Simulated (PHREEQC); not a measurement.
A solution holds 8.4 mmol/kgw Na2HAsO4, at 20 °C. Closed to the air; pH follows from the charge balance.

The numbers come from PHREEQC with the ion-association model, wateq4f.dat.

Question: The ionic strength comes out as 0.0252 mol/kgw. What activity coefficients do Na+, H2AsO4-, OH-, HAsO4-2, AsO4-3 get?

Answer: Na+ 0.86, H2AsO4- 0.86, OH- 0.86, HAsO4-2 0.55, AsO4-3 0.26.

This is a speciation only: nothing precipitates in the calculation. Complexes and solids missing from the database can't appear.
